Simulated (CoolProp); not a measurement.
Model: reference Helmholtz-energy equation of state, Tillner-Roth 1997, in CoolProp.

**Question.** For CH2F2 (R32), give the phase and the Z, cp (kJ/(kg K)), viscosity (µPa s) at 108.65 °C and 5.78 MPa; 108.65 °C and 8.67 MPa.

**Answer.** 
- 108.65 °C and 5.78 MPa: gas; Z 0.663, cp 1.88, viscosity 19.1
- 108.65 °C and 8.67 MPa: supercritical; Z 0.435, cp 4.09, viscosity 27.3

Viscosity comes from a separate model (Bell 2016), an estimate that may be off by 10 % or more.
